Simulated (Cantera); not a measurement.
Charge: 1 mol C3H6, a varied amount of H2O, equilibrated at 2825 K and 1.00 bar.

Cantera equilibrium calculation (NASA polynomials, part measured and part estimated; ideal gas, pure solids and liquids). Candidate condensed phases: C, C6H6, C7H8, C8H18, H2O; 110 gas species. The numbers say what is thermodynamically allowed, not how fast it happens.

Problem. Which condensed phases are stable at each of these points (n(H2O) (mol)): 0.085, 0.12, 0.16, 0.22, 0.31, 0.43, 0.59, 0.82, 1.1, 1.6, 2.2, 3, 4.1?

Solution. 
```
n(H2O) (mol)  condensed phases  C condensed (%)
------------  ----------------  ---------------
0.085              C(graphite)             89.9
0.12               C(graphite)             88.7
0.16               C(graphite)             87.3
0.22               C(graphite)             85.1
0.31               C(graphite)             81.9
0.43               C(graphite)             77.6
0.59               C(graphite)             71.9
0.82               C(graphite)             63.7
1.1                C(graphite)             53.8
1.6                C(graphite)             35.9
2.2                C(graphite)             14.6
3                     gas only              0.0
4.1                   gas only              0.0
```

From 0.085 mol H2O to 2.2 mol H2O the condensed part is C(graphite). From 3 mol H2O to 4.1 mol H2O nothing is condensed.
